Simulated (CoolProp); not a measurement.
Computed with CoolProp (reference Helmholtz-energy equation of state, Bücker 2006).

Task: For ethane, give the phase and the cv (kJ/(kg K)), speed of sound (m/s), fugacity coefficient at 200.3 K and 4.61 MPa; 226.1 K and 4.61 MPa.

Result: 
- 200.3 K and 4.61 MPa: liquid; cv 1.45, speed of sound 1240, fugacity coefficient 0.0525
- 226.1 K and 4.61 MPa: liquid; cv 1.48, speed of sound 1040, fugacity coefficient 0.135
